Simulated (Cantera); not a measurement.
What does this Cantera script print?

```python
import numpy as np
import cantera as ct

gas = ct.Solution("gri30.yaml")
gas.TPX = 1850, 1333, {'CH4': 1, 'N2': 8.7}
inlet = ct.Reservoir(gas, clone=True)

reactor = ct.IdealGasConstPressureReactor(gas, energy="off", clone=False)
exhaust = ct.Reservoir(gas, clone=True)
tau = [0.42, 0.24, 0.14, 0.08, 0.046, 0.027, 0.015, 0.0088, 0.0051, 0.0029][0]
for a, b in ((inlet, reactor), (reactor, exhaust)):
    ct.MassFlowController(a, b, mdot=lambda t: reactor.mass / tau)
net = ct.ReactorNet([reactor])
show = ['CH4', 'C2H4', 'CH3', 'H', 'CH2']

rows = []
print(f"{'tau/s':>10s}{'T/K':>9s}" + "".join(f"{s:>11s}" for s in show))
for tau in [0.42, 0.24, 0.14, 0.08, 0.046, 0.027, 0.015, 0.0088, 0.0051, 0.0029]:
    net.initial_time = 0.0
    net.advance(30 * tau)
    before = gas.X
    net.advance(40 * tau)
    drift = np.max(np.abs(gas.X - before) / (gas.X + 1e-9))
    rows.append([gas.T, *gas[show].X, drift])
    print(f"{tau:10.3e}{gas.T:9.1f}" + "".join(f"{x:11.3e}" for x in gas[show].X))
```

Output:

```
     tau/s      T/K        CH4       C2H4        CH3          H        CH2
 4.200e-01   1850.0  1.699e-02  3.020e-04  1.131e-03  3.999e-04  3.652e-06
 2.400e-01   1850.0  2.379e-02  5.348e-04  1.438e-03  3.384e-04  4.056e-06
 1.400e-01   1850.0  3.221e-02  8.983e-04  1.776e-03  2.802e-04  4.396e-06
 8.000e-02   1850.0  4.313e-02  1.466e-03  2.147e-03  2.192e-04  4.627e-06
 4.600e-02   1850.0  5.613e-02  2.191e-03  2.477e-03  1.580e-04  4.608e-06
 2.700e-02   1850.0  7.028e-02  2.779e-03  2.654e-03  1.005e-04  4.189e-06
 1.500e-02   1850.0  8.567e-02  2.544e-03  2.500e-03  4.773e-05  3.127e-06
 8.800e-03   1850.0  9.567e-02  1.384e-03  1.972e-03  1.935e-05  1.856e-06
 5.100e-03   1850.0  1.004e-01  4.433e-04  1.303e-03  7.638e-06  8.462e-07
 2.900e-03   1850.0  1.020e-01  1.008e-04  7.719e-04  3.863e-06  3.228e-07
```

Model: GRI-Mech 3.0 (53 species, 325 reactions), integrated in Cantera. GRI-Mech 3.0 stops at C3 and has no aromatics, soot or wall deposition, so with more carbon than oxygen in the feed, carbon stays in small species such as C2H2 where larger ones or solid carbon would form. Radical loss at walls, strong at low pressure, is not modelled.
